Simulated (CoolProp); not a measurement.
C3F8 (R218) at 420.38 K and 7.25 MPa flows at 0.082 m/s in a round tube of 20 mm bore and 45 µm roughness, fully developed (64/Re and Nu = 3.66 if laminar; Colebrook and Gnielinski if turbulent). Each further row changes one setting.

Computed with CoolProp (reference Helmholtz-energy equation of state, Lemmon 2006). It is a short technical equation, of lower accuracy than the large ones.

| case | Reynolds number | Darcy friction factor | pressure drop (Pa/m) | heat-transfer coefficient (W/(m² K)) | mass flow (kg/h) |
|---|---|---|---|---|---|
| as stated | 25400 | 0.0292 | 3.11 | 189 | 58.8 |
| velocity 0.164 m/s | 50700 | 0.0270 | 11.5 | … | 118 |
| diameter 40 mm | 50700 | … | … | … | … |

Question: Fill in the missing entries.

Answer: 
- velocity 0.164 m/s, heat-transfer coefficient (W/(m² K)): 360
- diameter 40 mm, Darcy friction factor: 0.0243
- diameter 40 mm, pressure drop (Pa/m): 1.30
- diameter 40 mm, heat-transfer coefficient (W/(m² K)): 164
- diameter 40 mm, mass flow (kg/h): 235

Viscosity comes from a separate model (Huber 2003), an estimate that may be off by 10 % or more. Thermal conductivity comes from a separate model (Huber 2003), an estimate that may be off by 10 % or more.
